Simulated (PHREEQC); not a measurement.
3.2 g of hydrous ferric oxide (600 m²/g; 0.2 weak and 0.005 strong sites per Fe, Dzombak-Morel constants, diffuse double layer) in 1 kg of water with 0.05 mol/kgw of an inert sodium salt, at 25 °C; the pH is set by adding NaOH or the inert anion's acid. Oxygen alone is held at its pressure in air (log pO2 = -0.68). The system is closed to CO2. No solid was allowed to form.

Equilibrium calculation in PHREEQC: ion-association model, wateq4f.dat.

```tsv
pH	surface charge σ (C/m²)	surface potential ψ (mV)
3	0.358	168
3.67	0.325	163
4.33	…	152
5	0.182	135
5.67	…	…
6.33	…	86
7	0.034	56
7.67	0.012	…
8.33	-0.006	-11
9	-0.026	…
9.67	-0.055	-76
10.33	-0.098	…
11	-0.160	-127
```

Q: Some entries are withheld; supply them.

A: 
- 4.33, surface charge σ (C/m²): 0.260
- 5.67, surface charge σ (C/m²): 0.116
- 5.67, surface potential ψ (mV): 112
- 6.33, surface charge σ (C/m²): 0.067
- 7.67, surface potential ψ (mV): 22
- 9, surface potential ψ (mV): -45
- 10.33, surface potential ψ (mV): -104

The oxide is taken as insoluble; below pH 4 it would dissolve.
